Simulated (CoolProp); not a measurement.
The fluid at 293.15 K and 0.108 MPa flows at 0.44 m/s in a round tube of 20 mm bore and 15 µm roughness, fully developed (64/Re and Nu = 3.66 if laminar; Colebrook and Gnielinski if turbulent). The same conditions are run with several fluids, on thermodynamics alone (safety and materials aside).

The numbers come from the reference Helmholtz-energy equation of state of each fluid (water: Wagner 2002; ethanol: Schroeder 2014; n-octane: Beckmüller 2019; n-nonane: Lemmon 2006; p-xylene: Zhou 2012) in CoolProp.

Q: Rank water, ethanol, n-octane, n-nonane, p-xylene by Reynolds number, highest first.

A: p-xylene (11800), n-octane (11400), n-nonane (9050), water (8770), ethanol (5820)

```
fluid     Darcy friction factor  pressure drop (Pa/m)  heat-transfer coefficient (W/(m² K))  mass flow (kg/h)
--------  ---------------------  --------------------  ------------------------------------  ----------------
water                    0.0331                   160                                  2120               497
ethanol                  0.0367                   140                                   535               393
n-octane                 0.0311                   106                                   642               350
n-nonane                 0.0328                   114                                   569               357
p-xylene                 0.0308                   128                                   646               428
```

Transport values come from each fluid's own correlations.
